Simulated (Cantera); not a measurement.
# Premixed flame

A freely propagating, adiabatic, planar premixed flame of H2 : O2 : N2 : H2O = 1 : 0.5 : 1.88 : 0.075 (molar parts), unburnt at 650 K and 1.01 bar; mixture-averaged transport, grid criteria slope 0.08 and curve 0.16, no radiation.

Detailed kinetics in Cantera: the H2/O2 subset of GRI-Mech 3.0, which has no nitrogen chemistry. Burning velocities carry a grid error of a few per cent, more on coarse grids.

| z (mm) | T (K) | u (m/s) | x H2 | x O2 | x H2O | x H | x H2O2 | x O |
|---|---|---|---|---|---|---|---|---|
| -1.42 | 650 | 8.42 | 0.289 | 0.145 | 0.0217 | <1e-8 | <1e-8 | <1e-8 |
| -0.948 | 650 | 8.42 | 0.289 | 0.145 | 0.0217 | <1e-8 | <1e-8 | <1e-8 |
| -0.711 | 650 | 8.42 | 0.289 | 0.145 | 0.0217 | <1e-8 | <1e-8 | <1e-8 |
| -0.474 | 650 | 8.42 | 0.289 | 0.145 | 0.0217 | 2.79e-8 | <1e-8 | <1e-8 |
| -0.237 | 659 | 8.51 | 0.287 | 0.145 | 0.0222 | 0.000131 | 1.93e-6 | 6.25e-6 |
| -0.118 | 832 | 10.5 | 0.258 | 0.141 | 0.0381 | 0.00543 | 1.15e-5 | 0.000334 |
| 0 | 1267 | 15.5 | 0.150 | 0.0999 | 0.127 | 0.0381 | 5.51e-6 | 0.00603 |
| 0.118 | 1579 | 19.0 | 0.0657 | 0.0451 | 0.223 | 0.0585 | 3.04e-6 | 0.0126 |
| 0.237 | 1727 | 20.7 | 0.0512 | 0.0318 | 0.246 | 0.0536 | 1.79e-6 | 0.0132 |
| 0.474 | 1885 | 22.3 | 0.0488 | 0.0269 | 0.258 | 0.0416 | 9.55e-7 | 0.0114 |
| 0.948 | 2048 | 24.0 | 0.0458 | 0.0229 | 0.272 | 0.0294 | 5.40e-7 | 0.00888 |
| 1.90 | 2203 | 25.5 | 0.0407 | 0.0188 | 0.286 | 0.0192 | 3.51e-7 | 0.00625 |
| 3.79 | 2337 | 26.7 | 0.0342 | 0.0150 | 0.301 | 0.0117 | 2.66e-7 | 0.00402 |
x: mole fraction of selected species; z is measured from the peak of heat release.

```json
{
  "laminar_burning_velocity": "842 cm/s",
  "thermal_thickness": "0.474 mm",
  "peak x(H)": "0.0585",
  "peak x(H2O2)": "1.15e-5",
  "peak x(O)": "0.0133",
  "grid_points": "138"
}
```
